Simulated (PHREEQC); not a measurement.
Dissolve 0.021 mol HF, 0.00058 mol NaCl and 0.022 mol KCl per kg of water at 20 °C. Closed to the air; pH follows from the charge balance.

Equilibrium calculation in PHREEQC: ion-association model, wateq4f.dat.

Precipitation was switched off in this run.

Predict the pH, ionic strength.

pH 2.46; ionic strength 0.0266 mol/kgw.

In which forms is F present?

HF 73 %, F- 18 %, H2F2 7.0 %, HF2- 2.0 % of the F.

wateq4f.dat counts part of the HF as a dimer, H2F2, which phreeqc.dat doesn't know; its constant is uncertain.
